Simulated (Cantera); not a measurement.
Cantera run:

```python
import numpy as np
import cantera as ct

gas_names = """
    CL CLO CL2 Fe FeCL FeCL2 FeCL3 FeO Fe2CL4 Fe2CL6 N NO NO2 NO3 N2 N2O O O2 O3
""".split()
cond_names = """
    Fe(a) Fe(c) Fe(d) Fe(L) FeCL2(s) FeCL2(L) FeCL3(s) FeCL3(L) FeO(s) FeO(L) Fe2O3(s) Fe3O4(s)
""".split()


# ... load() reads the species with a 1 bar reference pressure and builds the phases ...
atoms = {
    'Fe3O4': {'Fe': 3, 'O': 4},
    'Cl2': {'CL': 2},
    'N2': {'N': 2},
}
top_T = {'Fe2O3(s)': 1830, 'Fe3O4(s)': 1870}  # K; cautious upper limits of use, not melting points


# ... equilibrate(T, P, feed) seeds the gas with the atoms and calls Mixture.equilibrate('TP', solver="vcs", rtol=1e-11, max_steps=5000) ...
results = []
feed = {'Fe3O4': 1, 'Cl2': 0.058, 'N2': 0.55}  # mol
P = 10000  # Pa
for T in [1100, 1125, 1150, 1175, 1200, 1225, 1250, 1275, 1300, 1325, 1350, 1375, 1400]:
    mix = equilibrate(T, P, feed)
    results.append((T, P, feed, dict(zip(mix.species_names, mix.species_moles))))
    x = sorted(zip(gas.X, gas.species_names), reverse=True)
    print(f"T = {T:g} K  P = {P:g} Pa  gas = {mix.phase_moles(0):.4g} mol")
    print("   x: " + "  ".join(f"{s} {v:.3e}" for v, s in x if v > 1e-06))
    print("   condensed (mol): " + ("  ".join(f"{mix.phase(i).name} {mix.phase_moles(i):.4g}"
          for i in range(1, mix.n_phases) if mix.phase_moles(i) > 1e-12) or "none"))
```

Output:

```
T = 1100 K  P = 10000 Pa  gas = 0.6006 mol
   x: N2 9.157e-01  FeCL2 6.043e-02  FeCL3 2.272e-02  Fe2CL4 8.753e-04  CL2 2.004e-04  CL 6.783e-05  Fe2CL6 2.310e-05
   condensed (mol): Fe2O3(s) 0.2041  Fe3O4(s) 0.8469
T = 1125 K  P = 10000 Pa  gas = 0.6013 mol
   x: N2 9.147e-01  FeCL2 6.319e-02  FeCL3 2.103e-02  Fe2CL4 6.776e-04  CL2 2.685e-04  CL 1.063e-04  Fe2CL6 1.429e-05
   condensed (mol): Fe2O3(s) 0.2059  Fe3O4(s) 0.8456
T = 1150 K  P = 10000 Pa  gas = 0.6019 mol
   x: N2 9.138e-01  FeCL2 6.571e-02  FeCL3 1.943e-02  Fe2CL4 5.268e-04  CL2 3.539e-04  CL 1.631e-04  Fe2CL6 8.939e-06
   condensed (mol): Fe2O3(s) 0.2075  Fe3O4(s) 0.8443
T = 1175 K  P = 10000 Pa  gas = 0.6024 mol
   x: N2 9.130e-01  FeCL2 6.798e-02  FeCL3 1.792e-02  CL2 4.593e-04  Fe2CL4 4.114e-04  CL 2.454e-04  Fe2CL6 5.651e-06  O2 1.616e-06
   condensed (mol): Fe2O3(s) 0.209  Fe3O4(s) 0.8433
T = 1200 K  P = 10000 Pa  gas = 0.6029 mol
   x: N2 9.122e-01  FeCL2 7.001e-02  FeCL3 1.650e-02  CL2 5.879e-04  CL 3.624e-04  Fe2CL4 3.227e-04  O2 4.415e-06  Fe2CL6 3.611e-06
   condensed (mol): Fe2O3(s) 0.2102  Fe3O4(s) 0.8423
T = 1225 K  P = 10000 Pa  gas = 0.6034 mol
   x: N2 9.115e-01  FeCL2 7.182e-02  FeCL3 1.519e-02  CL2 7.428e-04  CL 5.260e-04  Fe2CL4 2.543e-04  O2 1.156e-05  Fe2CL6 2.332e-06  NO 1.882e-06
   condensed (mol): Fe2O3(s) 0.2112  Fe3O4(s) 0.8416
T = 1250 K  P = 10000 Pa  gas = 0.6039 mol
   x: N2 9.107e-01  FeCL2 7.338e-02  FeCL3 1.397e-02  CL2 9.273e-04  CL 7.514e-04  Fe2CL4 2.012e-04  O2 2.911e-05  NO 3.572e-06  Fe2CL6 1.521e-06
   condensed (mol): Fe2O3(s) 0.2119  Fe3O4(s) 0.8411
T = 1275 K  P = 10000 Pa  gas = 0.6044 mol
   x: N2 9.100e-01  FeCL2 7.472e-02  FeCL3 1.283e-02  CL2 1.145e-03  CL 1.057e-03  Fe2CL4 1.599e-04  O2 7.061e-05  NO 6.608e-06  Fe2CL6 1.002e-06
   condensed (mol): Fe2O3(s) 0.2122  Fe3O4(s) 0.8408
T = 1300 K  P = 10000 Pa  gas = 0.6049 mol
   x: N2 9.092e-01  FeCL2 7.582e-02  FeCL3 1.178e-02  CL 1.467e-03  CL2 1.398e-03  O2 1.654e-04  Fe2CL4 1.275e-04  NO 1.193e-05
   condensed (mol): Fe2O3(s) 0.212  Fe3O4(s) 0.841
T = 1325 K  P = 10000 Pa  gas = 0.6055 mol
   x: N2 9.083e-01  FeCL2 7.667e-02  FeCL3 1.081e-02  CL 2.008e-03  CL2 1.691e-03  O2 3.750e-04  Fe2CL4 1.020e-04  NO 2.107e-05
   condensed (mol): Fe2O3(s) 0.211  Fe3O4(s) 0.8417
T = 1350 K  P = 10000 Pa  gas = 0.6063 mol
   x: N2 9.072e-01  FeCL2 7.726e-02  FeCL3 9.907e-03  CL 2.712e-03  CL2 2.024e-03  O2 8.243e-04  Fe2CL4 8.182e-05  NO 3.641e-05
   condensed (mol): Fe2O3(s) 0.2087  Fe3O4(s) 0.8432
T = 1375 K  P = 10000 Pa  gas = 0.6074 mol
   x: N2 9.055e-01  FeCL2 7.756e-02  FeCL3 9.060e-03  CL 3.620e-03  CL2 2.400e-03  O2 1.760e-03  Fe2CL4 6.569e-05  NO 6.163e-05  CLO 1.403e-06
   condensed (mol): Fe2O3(s) 0.2042  Fe3O4(s) 0.8463
T = 1400 K  P = 10000 Pa  gas = 0.6092 mol
   x: N2 9.028e-01  FeCL2 7.751e-02  FeCL3 8.259e-03  CL 4.772e-03  O2 3.655e-03  CL2 2.818e-03  NO 1.023e-04  Fe2CL4 5.272e-05  CLO 2.569e-06
   condensed (mol): Fe2O3(s) 0.1957  Fe3O4(s) 0.8521
```

Method: chemical equilibrium by Gibbs-energy minimisation in Cantera with the NASA 1993 tables (ideal gas, pure condensed phases). Mutual solubility and eutectic melting of coexisting phases are not modelled.
